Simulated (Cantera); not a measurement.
Input: 1 mol Al, 3.5 mol Cl2, 1.9 mol N2, held at 2.60 Pa.

Method: chemical equilibrium by Gibbs-energy minimisation in Cantera with the NASA 1993 tables (ideal gas, pure condensed phases). Candidate condensed phases: Al, AlCl3, AlN; 11 gas species. Rates play no part. All values below are at 975 K.

Base state: Cl2 0.385, N2 0.382, AlCl3 0.201, Cl 0.0322 (mole fractions); condensed: gas only.

**Question.** What changes in the equilibrium state with this change: 0.0043 mol NH3 added?

**Answer.** 
| species | before | after |
|---|---|---|
| Cl2 | 0.385 | 0.384 |
| N2 | 0.382 | 0.381 |
| AlCl3 | 0.201 | 0.200 |
| HCl | 0 | 0.00259 |
| Cl | 0.0322 | 0.0322 |
Further candidate phases: NH4Cl.
